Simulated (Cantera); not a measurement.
**Equilibrium for abatement and gas-phase synthesis: H₂S + O₂**

Charge: 1 mol H₂S, 4.5 mol O₂, at 3000 K and 4700 Pa.

Cantera equilibrium calculation (NASA polynomials, part measured and part estimated; ideal gas, pure solids and liquids). Candidate condensed phases: H₂O, H₂SO₄, S; 19 gas species. Rates play no part.

| Property | Result |
|---|---|
| x(O₂) | 0.325 |
| x(O) | 0.298 |
| x(SO₂) | 0.0930 |
| x(H) | 0.0907 |
| x(OH) | 0.0831 |
| x(SO) | 0.0470 |
| x(H₂O) | 0.0427 |
| x(H₂) | 0.0155 |
| x(S) | 0.00496 |
| gas amount | 6.887 mol |
| log10 activity of S(l) (absent) | -4.91 |
